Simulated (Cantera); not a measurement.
A Cantera script and what it prints.

```python
import numpy as np
import cantera as ct

gas_names = [...]  # 110 gases of nasa_gas.yaml made of C, F, H
cond_names = """
    C(gr) C6H6(L) C7H8(L) C8H18(L),n-octa
""".split()


# ... load() reads the species with a 1 bar reference pressure and builds the phases ...
atoms = {
    'CH3F': {'C': 1, 'H': 3, 'F': 1},
    'H2': {'H': 2},
}
top_T = {'C(gr)': 4500}  # K; cautious upper limits of use, not melting points


# ... equilibrate(T, P, feed) seeds the gas with the atoms and calls Mixture.equilibrate('TP', solver="vcs", rtol=1e-11, max_steps=5000) ...
results = []
feed = {'CH3F': 1, 'H2': 2.3}  # mol
P = 13332.2  # Pa
for T in [2000, 2500, 3000, 3500, 4000, 4500, 5000]:
    mix = equilibrate(T, P, feed)
    results.append((T, P, feed, dict(zip(mix.species_names, mix.species_moles))))
    x = sorted(zip(gas.X, gas.species_names), reverse=True)
    print(f"T = {T:g} K  P = {P:g} Pa  gas = {mix.phase_moles(0):.4g} mol")
    print("   x: " + "  ".join(f"{s} {v:.3e}" for v, s in x if v > 1e-05))
    print("   condensed (mol): " + ("  ".join(f"{mix.phase(i).name} {mix.phase_moles(i):.4g}"
          for i in range(1, mix.n_phases) if mix.phase_moles(i) > 1e-12) or "none"))
```

Result:

```
T = 2000 K  P = 13332.2 Pa  gas = 4.308 mol
   x: H2 7.634e-01  HF 2.321e-01  H 3.891e-03  C2H2,acetylene 5.864e-04  CH4 3.298e-05
   condensed (mol): C(gr) 0.9948
T = 2500 K  P = 13332.2 Pa  gas = 4.428 mol
   x: H2 7.084e-01  HF 2.258e-01  H 5.796e-02  C2H2,acetylene 7.664e-03  C2H 4.502e-05  F 3.859e-05  C4H2 3.424e-05  CH3 1.477e-05  CH4 1.004e-05
   condensed (mol): C(gr) 0.9309
T = 3000 K  P = 13332.2 Pa  gas = 5.078 mol
   x: H2 4.702e-01  H 2.965e-01  HF 1.960e-01  C2H2,acetylene 2.925e-02  C2H 3.170e-03  C3 2.340e-03  F 7.653e-04  C4H2 7.591e-04  C 3.802e-04  C2 2.377e-04  C2H2,vinylidene 9.222e-05  CF 8.854e-05  C5 4.283e-05  CH 4.274e-05  CH2 3.368e-05  CH3 2.297e-05  C6H2 2.090e-05
   condensed (mol): C(gr) 0.6114
T = 3500 K  P = 13332.2 Pa  gas = 6.848 mol
   x: H 6.357e-01  H2 1.545e-01  HF 1.373e-01  C3 2.675e-02  C 1.105e-02  C2H 1.057e-02  C2H2,acetylene 8.159e-03  F 7.616e-03  C2 6.042e-03  CF 1.051e-03  C5 4.405e-04  CH 3.522e-04  C4H2 1.795e-04  C4 1.543e-04  C2H2,vinylidene 6.843e-05  CH2 4.624e-05  C2HF 1.361e-05
   condensed (mol): none
T = 4000 K  P = 13332.2 Pa  gas = 8.376 mol
   x: H 7.687e-01  HF 7.288e-02  C 5.560e-02  F 4.376e-02  H2 3.100e-02  C2 1.101e-02  C3 1.068e-02  C2H 2.869e-03  CF 2.743e-03  CH 4.693e-04  C2H2,acetylene 2.368e-04  C4 3.788e-05  C5 2.659e-05  CH2 1.084e-05
   condensed (mol): none
T = 4500 K  P = 13332.2 Pa  gas = 9.283 mol
   x: H 7.847e-01  C 9.541e-02  F 8.653e-02  HF 1.976e-02  H2 6.867e-03  C2 4.177e-03  CF 1.423e-03  C3 6.063e-04  CH 2.522e-04  C2H 2.179e-04  Electron 1.464e-05
   condensed (mol): none
T = 5000 K  P = 13332.2 Pa  gas = 9.523 mol
   x: H 7.893e-01  C 1.025e-01  F 1.000e-01  HF 4.587e-03  H2 2.008e-03  C2 9.337e-04  CF 3.912e-04  CH 1.058e-04  Electron 5.563e-05  C+ 4.678e-05  C3 2.073e-05  C2H 1.329e-05
   condensed (mol): none
```

These are equilibrium values from Cantera (NASA tables, ideal gas, pure condensed phases), not measurements of a reactor.
